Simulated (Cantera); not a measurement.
Standard-state values (1 bar) from the NASA 1993 polynomials, evaluated with Cantera. Values are per mole of reaction as written; species without (g) are pure solids or liquids, kept so even where they would boil at 1 bar. VN: taken at fixed stoichiometry.

6 H(g) + 2 VN + 5 O(g) → V2O5 + 2 NH3(g)

```tsv
T (K)	ΔH° (kJ)	ΔS° (J/K)	ΔG° (kJ)	log10 K	condensed phases
425	?	?	?	?	VN(s), V2O5(s)
575	?	?	?	?	VN(s), V2O5(s)
725	-3795.6	-1125.2	-2979.8	214.69	VN(s), V2O5(s)
875	?	?	?	?	VN(s), V2O5(s)
1025	?	?	?	?	VN(s), V2O5(l)
```

Problem. Some entries are withheld; supply them.

Solution. 
- 425, ΔH° (kJ): -3774.3
- 425, ΔS° (J/K): -1086.7
- 425, ΔG° (kJ): -3312.5
- 425, log10 K: 407.12
- 575, ΔH° (kJ): -3786.0
- 575, ΔS° (J/K): -1110.4
- 575, ΔG° (kJ): -3147.6
- 575, log10 K: 285.93
- 875, ΔH° (kJ): -3803.5
- 875, ΔS° (J/K): -1135.1
- 875, ΔG° (kJ): -2810.3
- 875, log10 K: 167.76
- 1025, ΔH° (kJ): -3744.9
- 1025, ΔS° (J/K): -1073.0
- 1025, ΔG° (kJ): -2645.1
- 1025, log10 K: 134.79
